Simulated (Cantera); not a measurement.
Standard-state values (1 bar) from the NASA 1993 polynomials, evaluated with Cantera. Values are per mole of reaction as written; species without (g) are pure solids or liquids, kept so even where they would boil at 1 bar.

I2 + MgO ⇌ O(g) + MgI2, with ΔH° = 483.5 kJ and ΔS° = 147.7 J/K at 300 K.

**Question.** How far is the shortcut ΔG° ≈ ΔH°(300 K) − T·ΔS°(300 K) from the full temperature-dependent value at 373, 398, 423, 448, 473, 498, 523, 548, 573, 598 K?

**Answer.** 
```tsv
T (K)	shortcut (kJ)	full (kJ)	difference (kJ)	difference in log10 K	condensed phases
373	428.4	428.4	0.0	0.00	I2(s), MgO(s), MgI2(s)
398	424.7	425.1	-0.4	0.06	I2(l), MgO(s), MgI2(s)
423	421.0	422.5	-1.5	0.18	I2(l), MgO(s), MgI2(s)
448	417.3	419.8	-2.5	0.30	I2(l), MgO(s), MgI2(s)
473	413.6	417.3	-3.6	0.40	I2(l), MgO(s), MgI2(s)
498	409.9	414.7	-4.8	0.50	I2(l), MgO(s), MgI2(s)
523	406.2	412.2	-5.9	0.59	I2(l), MgO(s), MgI2(s)
548	402.5	409.7	-7.1	0.68	I2(l), MgO(s), MgI2(s)
573	398.8	407.2	-8.3	0.76	I2(l), MgO(s), MgI2(s)
598	395.1	404.7	-9.6	0.84	I2(l), MgO(s), MgI2(s)
```
The shortcut ignores heat capacities and the phase changes listed.
